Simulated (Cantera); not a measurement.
Cantera run, input and output.

```python
import numpy as np
import cantera as ct

gas = ct.Solution("gri30.yaml")
gas.TPX = 1625, 1000000, {'C2H4': 1, 'O2': 1.88, 'N2': 7.05, 'H2O': 2.3, 'CO2': 0.013}
reactor = ct.IdealGasConstPressureReactor(gas, energy="on", clone=False)
net = ct.ReactorNet([reactor])
net.rtol, net.atol = 1e-08, 1e-16
show = ['C2H4', 'O2', 'H2O', 'NO', 'HCO', 'HO2']
times = np.geomspace(1e-06, 0.1, 12)

steps = ct.SolutionArray(gas, extra=["t"])
rows = []
print(f"{'t/s':>10s}{'T/K':>9s}{'P/Pa':>11s}" + "".join(f"{s:>11s}" for s in show))
for t in times:
    while net.time < t:
        t_next = net.step()
        steps.append(gas.state, t=t_next)
    rows.append([np.interp(t, steps.t, y) for y in (steps.T, steps.P, *steps(*show).X.T)])
    print(f"{t:10.3e}{rows[-1][0]:9.1f}{rows[-1][1]:11.4g}" + "".join(f"{x:11.3e}" for x in rows[-1][2:]))
rate = np.gradient(steps.T, steps.t)
print("integrator steps:", len(steps.t))
if steps.T.max() > steps.T[0] + 200:
    print(f"time of steepest temperature rise: {steps.t[rate.argmax()]:.4e} s")
gas.TPX = 1625, 1000000, {'C2H4': 1, 'O2': 1.88, 'N2': 7.05, 'H2O': 2.3, 'CO2': 0.013}
gas.equilibrate("HP")
print(f"equilibrium (HP): T = {gas.T:.1f} K  " + "  ".join(f"{s} {gas[s].X[0]:.3e}" for s in show))
```

It prints:

```
       t/s      T/K       P/Pa       C2H4         O2        H2O         NO        HCO        HO2
 1.000e-06   1625.1      1e+06  8.154e-02  1.534e-01  1.879e-01  5.515e-13  1.157e-06  4.064e-05
 2.848e-06   2299.6      1e+06  1.771e-03  4.816e-02  2.316e-01  4.569e-06  9.174e-05  1.144e-04
 8.111e-06   2776.2      1e+06  2.716e-18  1.382e-03  2.380e-01  1.600e-04  9.387e-07  2.493e-06
 2.310e-05   2820.6      1e+06  4.544e-18  7.298e-04  2.424e-01  2.459e-04  6.928e-07  1.205e-06
 6.579e-05   2821.4      1e+06  4.741e-18  6.975e-04  2.425e-01  4.462e-04  6.823e-07  1.148e-06
 1.874e-04   2818.8      1e+06  4.881e-18  6.779e-04  2.423e-01  9.199e-04  6.804e-07  1.118e-06
 5.337e-04   2815.4      1e+06  5.074e-18  6.529e-04  2.420e-01  1.543e-03  6.780e-07  1.079e-06
 1.520e-03   2814.5      1e+06  5.124e-18  6.467e-04  2.419e-01  1.700e-03  6.774e-07  1.069e-06
 4.329e-03   2814.5      1e+06  5.125e-18  6.466e-04  2.419e-01  1.701e-03  6.774e-07  1.069e-06
 1.233e-02   2814.5      1e+06  5.125e-18  6.466e-04  2.419e-01  1.701e-03  6.774e-07  1.069e-06
 3.511e-02   2814.5      1e+06  5.125e-18  6.466e-04  2.419e-01  1.701e-03  6.774e-07  1.069e-06
 1.000e-01   2814.5      1e+06  5.125e-18  6.466e-04  2.419e-01  1.701e-03  6.774e-07  1.069e-06
integrator steps: 1525
time of steepest temperature rise: 2.8316e-06 s
equilibrium (HP): T = 2814.5 K  C2H4 5.562e-18  O2 6.466e-04  H2O 2.419e-01  NO 1.701e-03  HCO 6.774e-07  HO2 1.069e-06
```

Detailed kinetics in Cantera: GRI-Mech 3.0 (53 species, 325 reactions). GRI-Mech 3.0 was tuned for natural gas; its chemistry of ethylene as a main component is partial and can be far from experiment.
